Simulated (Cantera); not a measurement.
A perfectly stirred reactor is fed with 19.3 % CO, 5.41 % H2, 6.76 % CH4, 14.4 % O2, 54.1 % N2, equivalence ratio 1.8, at 188 Torr; it is adiabatic with a 725 K inlet, and is followed from long to short residence time, starting on the burning branch (τ in s: 0.24, 0.083, 0.028, 0.0096, 0.0033, 0.0011, 0.00038, 0.00013, 4.4e-05, 1.5e-05, 5.1e-06).

Detailed kinetics in Cantera: GRI-Mech 3.0 (53 species, 325 reactions).

x: mole fraction; the columns are a selection and need not sum to one.

```
τ (s)    T (K)   x CO    x H2     x CH4     x NO2       x O   x CH3
-------  -----  -----  ------  --------  --------  --------  ------
0.24      2228  0.178  0.0525   3.18e-6   3.41e-9  0.000189     [?]
0.083     2203  0.177  0.0523   5.49e-6   3.36e-9  0.000363     [?]
0.028     2163  0.176  0.0520   1.01e-5   2.73e-9  0.000726     [?]
0.0096    2106  0.175  0.0518   2.02e-5   1.78e-9   0.00135     [?]
0.0033    2036  0.174  0.0516   4.55e-5  9.98e-10   0.00222     [?]
0.0011    1962  0.174  0.0513  0.000120  5.40e-10   0.00315     [?]
0.00038   1896  0.177  0.0506  0.000349  3.20e-10   0.00380     [?]
0.00013   1806  0.191  0.0503   0.00135  1.92e-10   0.00376     [?]
4.4e-5     725  0.193  0.0541    0.0676    <1e-12    <1e-12  <1e-12
1.5e-5     725  0.193  0.0541    0.0676    <1e-12    <1e-12  <1e-12
5.1e-6     725  0.193  0.0541    0.0676    <1e-12    <1e-12  <1e-12
```

Task: Some entries are withheld; supply them.

Result: 
- 0.24, x CH3: 3.24e-6
- 0.083, x CH3: 5.77e-6
- 0.028, x CH3: 1.02e-5
- 0.0096, x CH3: 1.87e-5
- 0.0033, x CH3: 3.69e-5
- 0.0011, x CH3: 8.37e-5
- 0.00038, x CH3: 0.000208
- 0.00013, x CH3: 0.000619
